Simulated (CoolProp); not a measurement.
Saturation properties of R123.

The numbers come from the reference Helmholtz-energy equation of state, Younglove 1994 in CoolProp. It is a modified Benedict-Webb-Rubin equation, recast in Helmholtz form.

```tsv
T (K)	p (kPa)	liquid cp (kJ/(kg K))	liquid viscosity (µPa s)	vapour viscosity (µPa s)	liquid conductivity (mW/(m K))
300.7	100.3	1.023	405	10.8	75.7
306.4	122.9	1.030	380	11.0	74.2
312.2	149.7	1.037	356	11.2	72.6
317.9	180.2	1.045	334	11.4	71.1
323.7	216.1	1.053	314	11.6	69.6
329.4	256.4	1.061	295	11.8	68.2
335.2	303.1	1.069	278	12.0	66.8
340.9	355.0	1.078	262	12.2	65.5
346.6	413.4	1.088	247	12.4	64.1
352.4	479.9	1.098	232	12.6	62.8
358.1	552.9	1.109	219	12.8	61.5
363.9	635.4	1.121	207	13.0	60.2
369.6	725.1	1.134	195	13.2	59.0
375.4	825.7	1.149	184	13.5	57.7
```

It boils at 301.0 K under 1 atm.

Viscosity comes from a separate model (Tanaka 1996). Thermal conductivity comes from a separate model (Laesecke 1996).
